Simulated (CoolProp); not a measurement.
Vapour-liquid equilibrium of toluene (1) + n-decane (2) at 87.6 kPa; x and y are mole fractions of (1).

Values from CoolProp's multi-fluid Helmholtz-energy mixture model, Lemmon 2006 and Lemmon 2006; pair parameters Bell 2016.

```
x     bubble temperature (K)  y at the bubble point  dew temperature at overall composition x (K)  liquid density (mol/L)
----  ----------------------  ---------------------  --------------------------------------------  ----------------------
0.05                   435.3                  0.191                                         440.1                   4.426
0.2                    418.5                  0.571                                         434.9                   4.885
0.35                   405.9                  0.761                                         429.1                   5.381
0.5                    396.8                  0.861                                         422.2                   5.929
0.65                   390.1                  0.919                                         413.8                   6.555
0.8                    384.8                  0.959                                         402.6                   7.289
0.95                   380.2                  0.990                                         386.0                   8.174
```

No azeotrope shows between x = 0.05 and 0.95.

The pair parameters rest on a limited set of measurements; away from them the model extrapolates. The gap from Raoult's law changes sign with composition, which may be real or a fault of the pair parameters; it wasn't checked against measurements.
